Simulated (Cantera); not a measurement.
Feed: 1 mol borazine, 3.5 mol H₂O, 2 mol N₂, 72 mol H₂, held at 2027 °C and 1000 Pa.

Equilibrium computed with Cantera from the NASA thermochemical tables; the gas is ideal and each condensed phase is pure. Candidate condensed phases: B, BN, B₂O₃, B₃O₃H₃, H₂O; 39 gas species. The feed counts by its element totals alone. The numbers say what is thermodynamically allowed, not how fast it happens.

Base state: H₂ 0.836, H 0.0885, N₂ 0.0397, BO 0.0160, HBO 0.0135, HBO₂ 0.00274, H₂O 0.00233, B₂O₃ 0.000508 (mole fractions); condensed: gas only.

Q: What changes in the equilibrium state with this change: pressure from 1000 Pa to 7700 Pa?

A: 
| species | before | after |
|---|---|---|
| H₂ | 0.836 | 0.891 |
| N₂ | 0.0397 | 0.0410 |
| H | 0.0885 | 0.0329 |
| BO | 0.0160 | 0.00840 |
| HBO | 0.0135 | 0.0203 |
| OH | 3.98e-5 | 1.12e-5 |
| BO₂ | 5.61e-5 | 2.24e-5 |
| B₂O₂ | 0.000400 | 0.000852 |
| B₂O₃ | 0.000508 | 0.000821 |
| H₂O | 0.00233 | 0.00189 |

Q: What changes in the equilibrium state with this change: temperature from 2027 °C to 1027 °C?

A: 
```tsv
species	before	after
H₂	0.836	0.960
N₂	0.0397	0.0385
HBO₂	0.00274	0.000751
H	0.0885	1.08e-5
BO	0.0160	6.42e-8
HBO	0.0135	0.000158
BO₂	5.61e-5	<1e-9
OH	3.98e-5	<1e-9
B₂O₂	0.000400	3.61e-7
B₂O₃	0.000508	1.86e-5
H₂O	0.00233	0.000595
BN(s), mol	0	0.715
B₂O₃(l), mol	0	1.10
```
Mutual solubility and eutectic melting of coexisting phases are not modelled.

Q: What changes in the equilibrium state with this change: temperature from 2027 °C to 1800 °C?

A: 
```json
[
 {"species": "H₂", "before": "0.836", "after": "0.900"},
 {"species": "N₂", "before": "0.0397", "after": "0.0412"},
 {"species": "H", "before": "0.0885", "after": "0.0249"},
 {"species": "BO", "before": "0.0160", "after": "0.00743"},
 {"species": "HBO", "before": "0.0135", "after": "0.0198"},
 {"species": "OH", "before": "3.98e-5", "after": "3.55e-6"},
 {"species": "BO₂", "before": "5.61e-5", "after": "1.33e-5"},
 {"species": "B₂O₂", "before": "0.000400", "after": "0.00106"}
]
```
